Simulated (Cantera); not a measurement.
Charge: 1 mol BN, a varied amount of H₂, held at 2400 K and 0.0710 bar.

Cantera equilibrium calculation (NASA polynomials, part measured and part estimated; ideal gas, pure solids and liquids). Candidate condensed phases: B, BN; 15 gas species. Mutual solubility and eutectic melting of coexisting phases are not modelled. Gases not in the tables: B₂H₆ and higher boranes. Kinetics and transport are ignored.

**Question.** Which condensed phases are stable at each of these points (n(H₂) (mol)): 0.069, 0.094, 0.13, 0.17, 0.24, 0.32, 0.43, 0.59, 0.8, 1.1, 1.5, 2, 2.7?

**Answer.** 
```
n(H₂) (mol)  condensed phases  B condensed (%)
-----------  ----------------  ---------------
0.069            B(l) + BN(s)            100.0
0.094            B(l) + BN(s)            100.0
0.13             B(l) + BN(s)            100.0
0.17             B(l) + BN(s)             99.9
0.24             B(l) + BN(s)             99.9
0.32             B(l) + BN(s)             99.9
0.43             B(l) + BN(s)             99.8
0.59             B(l) + BN(s)             99.8
0.8              B(l) + BN(s)             99.7
1.1              B(l) + BN(s)             99.6
1.5                      B(l)             99.5
2                        B(l)             99.3
2.7                      B(l)             99.0
```

From 0.069 mol H₂ to 1.1 mol H₂ the condensed part is B(l) + BN(s). From 1.5 mol H₂ to 2.7 mol H₂ the condensed part is B(l).
